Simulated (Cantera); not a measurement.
Cantera run, input and output.

```python
import numpy as np
import cantera as ct

gas = ct.Solution("h2o2.yaml")
gas.TPX = 675, 210000, {'H2': 1, 'O2': 0.595, 'N2': 2.02, 'H2O': 0.0045}
flame = ct.FreeFlame(gas, width=0.024)
flame.set_refine_criteria(ratio=3, slope=0.08, curve=0.16)
flame.transport_model = "mixture-averaged"
flame.solve(loglevel=0, auto=True)
z, T = flame.grid, flame.T
thick = (T[-1] - T[0]) / np.gradient(T, z).max()
show = ['H2', 'O2', 'H2O', 'O', 'H', 'OH']
print(f"laminar burning velocity  {flame.velocity[0] * 100:.3f} cm/s")
print(f"burnt temperature         {T[-1]:.1f} K")
print(f"thermal thickness         {thick * 1e3:.4f} mm")
print(f"grid points               {len(z)}")
z0 = z[flame.heat_release_rate.argmax()]
print(f"{'z/mm':>9s}{'T/K':>9s}{'u/(m/s)':>9s}" + "".join(f"{s:>11s}" for s in show))
rows = []
for k in (-3, -2, -1.5, -1, -0.5, -0.25, 0, 0.25, 0.5, 1, 2, 4, 8):
    zz = z0 + k * thick
    rows.append([k * thick, np.interp(zz, z, T), np.interp(zz, z, flame.velocity),
                 *(np.interp(zz, z, flame.X[gas.species_index(s)]) for s in show)])
    print(f"{rows[-1][0] * 1e3:9.3f}{rows[-1][1]:9.1f}{rows[-1][2]:9.3f}" + "".join(f"{x:11.3e}" for x in rows[-1][3:]))
```

Result:

```
laminar burning velocity  907.970 cm/s
burnt temperature         2539.4 K
thermal thickness         0.1802 mm
grid points               125
     z/mm      T/K  u/(m/s)         H2         O2        H2O          O          H         OH
   -0.541    675.0    9.080  2.763e-01  1.644e-01  1.243e-03  1.236e-15  6.592e-16  6.708e-17
   -0.360    675.0    9.080  2.763e-01  1.644e-01  1.243e-03  6.123e-13  7.803e-13  3.418e-14
   -0.270    675.0    9.080  2.763e-01  1.644e-01  1.243e-03  3.677e-11  1.131e-10  2.202e-12
   -0.180    675.1    9.079  2.762e-01  1.644e-01  1.244e-03  6.576e-09  5.524e-08  7.188e-10
   -0.090    690.9    9.236  2.708e-01  1.649e-01  1.988e-03  9.652e-06  1.397e-04  4.678e-05
   -0.045    891.2   11.607  2.354e-01  1.606e-01  2.109e-02  4.625e-04  4.830e-03  9.982e-04
    0.000   1333.5   16.773  1.367e-01  1.208e-01  1.080e-01  6.172e-03  2.848e-02  5.077e-03
    0.045   1663.8   20.638  5.823e-02  6.696e-02  2.001e-01  1.390e-02  4.314e-02  1.342e-02
    0.090   1832.5   22.556  3.904e-02  4.955e-02  2.292e-01  1.545e-02  3.902e-02  1.814e-02
    0.180   2008.7   24.461  3.338e-02  4.306e-02  2.446e-01  1.327e-02  2.814e-02  2.113e-02
    0.360   2180.2   26.235  2.824e-02  3.903e-02  2.594e-01  9.805e-03  1.766e-02  2.206e-02
    0.721   2331.3   27.739  2.152e-02  3.556e-02  2.749e-01  6.508e-03  9.738e-03  2.097e-02
    1.441   2448.4   28.870  1.475e-02  3.293e-02  2.887e-01  3.983e-03  4.796e-03  1.832e-02
```

Model: the H2/O2 subset of GRI-Mech 3.0, which has no nitrogen chemistry, integrated in Cantera. The hydrogen kinetics of GRI-Mech 3.0 are dated; newer H2 mechanisms differ, most at raised pressure. Burning velocities carry a grid error of a few per cent, more on coarse grids.
